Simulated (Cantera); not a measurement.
Input (Python, Cantera) and output of one run.

```python
import numpy as np
import cantera as ct

gas_names = """
    B BF BF2 BF3 BH BHF2 BH2 BH3 BO BOF BOF2 BO2 B2 B2O B2O2 B2O3 B3O3F3 B3O3H3 F FO FO2 F2 F2O H HBO
    HBO2 HF HOF HO2 H2 H2F2 H2O H2O2 H3B3O6 H3F3 H4F4 H5F5 H6F6 H7F7 O OH O2 O3
""".split()
cond_names = """
    B(b) B(L) B2O3(L) B3O3H3(cr) H2O(s) H2O(L)
""".split()


# ... load() reads the species with a 1 bar reference pressure and builds the phases ...
atoms = {
    'B2O3': {'B': 2, 'O': 3},
    'HF': {'H': 1, 'F': 1},
    'H2': {'H': 2},
}
top_T = {}  # K; cautious upper limits of use, not melting points


# ... equilibrate(T, P, feed) seeds the gas with the atoms and calls Mixture.equilibrate('TP', solver="vcs", rtol=1e-11, max_steps=5000) ...
results = []
feed = {'B2O3': 1, 'HF': 2.9, 'H2': 21}  # mol
T = 1273  # K
P = 98000  # Pa
mix = equilibrate(T, P, feed)
results.append((T, P, feed, dict(zip(mix.species_names, mix.species_moles))))
x = sorted(zip(gas.X, gas.species_names), reverse=True)
print(f"T = {T:g} K  P = {P:g} Pa  gas = {mix.phase_moles(0):.4g} mol")
print("   x: " + "  ".join(f"{s} {v:.3e}" for v, s in x if v > 0.001))
print("   condensed (mol): " + ("  ".join(f"{mix.phase(i).name} {mix.phase_moles(i):.4g}"
      for i in range(1, mix.n_phases) if mix.phase_moles(i) > 1e-12) or "none"))
```

Output:

```
T = 1273 K  P = 98000 Pa  gas = 23.62 mol
   x: H2 8.888e-01  HF 4.494e-02  H2O 3.862e-02  BF3 2.228e-02  B3O3F3 3.052e-03  BOF 1.697e-03
   condensed (mol): B2O3(L) 0.6003
```

Method: chemical equilibrium by Gibbs-energy minimisation in Cantera with the NASA 1993 tables (ideal gas, pure condensed phases). Gases not in the tables: H3BO3.
